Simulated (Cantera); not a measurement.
Charge: 1 mol SiH4, 0.97 mol HCl, 33 mol H2, equilibrated at 1.33 mbar.

Equilibrium computed with Cantera from the NASA thermochemical tables; the gas is ideal and each condensed phase is pure. Candidate condensed phases: Si; 19 gas species. Gases not in the tables: Si2H6 and higher silanes. Rates play no part.

**Question.** What share of the Si ends up in condensed phases as a function of T (°C), at 1577, 1602, 1627, 1652, 1677, 1702, 1727, 1752, 1777, 1802, 1827, 1852?

**Answer.** 
```tsv
T (°C)	Si condensed (%)	as
1577	74.5	Si(l)
1602	66.9	Si(l)
1627	56.4	Si(l)
1652	42.0	Si(l)
1677	22.6	Si(l)
1702	0.0	-
1727	0.0	-
1752	0.0	-
1777	0.0	-
1802	0.0	-
1827	0.0	-
1852	0.0	-
```
